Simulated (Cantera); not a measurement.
Input (Python, Cantera):

```python
import numpy as np
import cantera as ct

gas = ct.Solution("h2o2.yaml")
gas.TPX = 1098, 230, {'H2': 0.042, 'O2': 1}
reactor = ct.IdealGasConstPressureReactor(gas, energy="off", clone=False)
net = ct.ReactorNet([reactor])
net.rtol, net.atol = 1e-08, 1e-18
show = ['H2', 'O2', 'HO2', 'O', 'H2O']
times = np.geomspace(1e-05, 10, 14)

steps = ct.SolutionArray(gas, extra=["t"])
rows = []
print(f"{'t/s':>10s}{'T/K':>9s}{'P/Pa':>11s}" + "".join(f"{s:>11s}" for s in show))
for t in times:
    while net.time < t:
        t_next = net.step()
        steps.append(gas.state, t=t_next)
    rows.append([np.interp(t, steps.t, y) for y in (steps.T, steps.P, *steps(*show).X.T)])
    print(f"{t:10.3e}{rows[-1][0]:9.1f}{rows[-1][1]:11.4g}" + "".join(f"{x:11.3e}" for x in rows[-1][2:]))
rate = np.gradient(steps.T, steps.t)
print("integrator steps:", len(steps.t))
if steps.T.max() > steps.T[0] + 200:
    print(f"time of steepest temperature rise: {steps.t[rate.argmax()]:.4e} s")
gas.TPX = 1098, 230, {'H2': 0.042, 'O2': 1}
gas.equilibrate("TP")
print(f"equilibrium (TP): T = {gas.T:.1f} K  " + "  ".join(f"{s} {gas[s].X[0]:.3e}" for s in show))
```

Output:

```
       t/s      T/K       P/Pa         H2         O2        HO2          O        H2O
 1.000e-05   1098.0        230  4.031e-02  9.597e-01  7.422e-12  8.756e-14  5.290e-16
 2.894e-05   1098.0        230  4.031e-02  9.597e-01  2.148e-11  7.209e-13  1.241e-14
 8.377e-05   1098.0        230  4.031e-02  9.597e-01  6.218e-11  5.759e-12  2.855e-13
 2.424e-04   1098.0        230  4.031e-02  9.597e-01  1.800e-10  4.282e-11  6.045e-12
 7.017e-04   1098.0        230  4.031e-02  9.597e-01  5.211e-10  2.854e-10  1.087e-10
 2.031e-03   1098.0        230  4.031e-02  9.597e-01  1.509e-09  2.056e-09  1.759e-09
 5.878e-03   1098.0        230  4.031e-02  9.597e-01  4.421e-09  4.496e-08  6.115e-08
 1.701e-02   1098.0        230  4.008e-02  9.595e-01  1.532e-07  1.161e-04  1.688e-04
 4.924e-02   1098.0        230  6.733e-04  9.286e-01  7.438e-07  2.637e-02  3.496e-02
 1.425e-01   1098.0        230  5.194e-04  9.310e-01  7.101e-07  2.463e-02  3.594e-02
 4.125e-01   1098.0        230  4.108e-04  9.376e-01  6.743e-07  1.894e-02  3.729e-02
 1.194e+00   1098.0        230  2.205e-04  9.479e-01  5.655e-07  9.799e-03  3.926e-02
 3.455e+00   1098.0        230  6.087e-05  9.558e-01  3.428e-07  2.650e-03  4.057e-02
 1.000e+01   1098.0        230  9.815e-06  9.583e-01  1.278e-07  4.263e-04  4.098e-02
integrator steps: 1321
equilibrium (TP): T = 1098.0 K  H2 1.106e-09  O2 9.589e-01  HO2 1.704e-09  O 4.877e-08  H2O 4.113e-02
```

Cantera simulation using the H2/O2 subset of GRI-Mech 3.0, which has no nitrogen chemistry; the numbers are that mechanism's predictions, not measurements. Radical loss at walls, strong at low pressure, is not modelled. The temperature is held fixed by assumption; the heat of reaction is taken as removed at once.
